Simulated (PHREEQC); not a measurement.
1 kg of water holding 0.095 mol/kgw NaHCO3 meets 20 L of dry gas (N2 0.53, O2 0.47 by moles) at fixed total pressure, at 10 °C; fugacities by Peng-Robinson. The gases take part in no redox reaction, some water evaporates into the gas, and hydrates or a liquid gas phase aren't modelled. Precipitation was switched off in this run.

All values are PHREEQC results (ion-association model, phreeqc.dat), not measurements.

Question: Predict dissolved N2 (mol/kgw), dissolved O2 (mol/kgw) at P (atm) = 50, 100.

Answer: 
```json
[
 {"P (atm)": "50", "dissolved N2 (mol/kgw)": "0.0202", "dissolved O2 (mol/kgw)": "0.0351"},
 {"P (atm)": "100", "dissolved N2 (mol/kgw)": "0.0374", "dissolved O2 (mol/kgw)": "0.0632"}
]
```

Species that the database lacks are ignored. At this temperature some constants are extrapolated from 25 °C, and those without enthalpy data are left unchanged.
